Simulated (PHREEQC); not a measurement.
Make-up at 80 °C: 100 mmol/kgw H2SO4, 0.058 mmol/kgw CuSO4 and 16 mmol/kgw MgSO4. Closed to the air; pH follows from the charge balance.

All values are PHREEQC results (ion-association model, wateq4f.dat), not measurements.

Problem. The ionic strength comes out as 0.136 mol/kgw. What activity coefficients do Cu+2, Mg+2, SO4-2, H+, HSO4- get?

Solution. Cu+2 0.33, Mg+2 0.34, SO4-2 0.30, H+ 0.80, HSO4- 0.73.

This is a speciation only: nothing precipitates in the calculation. Constants without temperature data keep their 25 °C values here.
